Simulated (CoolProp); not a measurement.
Model: reference Helmholtz-energy equation of state, Lemmon 2006, in CoolProp. It is a short technical equation, of lower accuracy than the large ones.

Question: For CH3F (R41), give the phase and the density (kg/m³), cp (kJ/(kg K)), cv (kJ/(kg K)), isothermal compressibility (1/MPa) at 284.2 K and 1610 kPa; 284.2 K and 2150 kPa; 284.2 K and 2950 kPa.

Answer: 
- 284.2 K and 1610 kPa: gas; density 28.1, cp 1.61, cv 1.04, isothermal compressibility 0.774
- 284.2 K and 2150 kPa: gas; density 41.2, cp 1.99, cv 1.14, isothermal compressibility 0.660
- 284.2 K and 2950 kPa: liquid; density 640, cp 2.89, cv 1.22, isothermal compressibility 0.0132
